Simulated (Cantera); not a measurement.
Input: 1 mol Si, 10 mol HCl, 55 mol N2, at 752 °C and 7.80 Pa.

Equilibrium computed with Cantera from the NASA thermochemical tables; the gas is ideal and each condensed phase is pure. Candidate condensed phases: NH4Cl, Si, Si3N4; 28 gas species. N2 is the only nitrogen source here; it is nearly inert below about 1500 K, so the nitride shown seldom forms there in practice. The tables' values for SiCl3 are old estimates; treat these amounts as uncertain. Equilibrium is a limit: real reactors are often held back by kinetics, nucleation or transport.

Question: What is the equilibrium state?

Answer: 
```json
{
 "x(N2)": "0.853",
 "x(HCl)": "0.120",
 "x(H2)": "0.0177",
 "x(SiCl4)": "0.00864",
 "x(SiCl3)": "0.000221",
 "x(SiCl2)": "0.000119",
 "x(SiHCl3)": "1.09e-5",
 "n(Si3N4(s))": "0.141 mol",
 "gas_amount": "64.16 mol",
 "log10 activity of Si(s) (absent)": "-4.09"
}
```
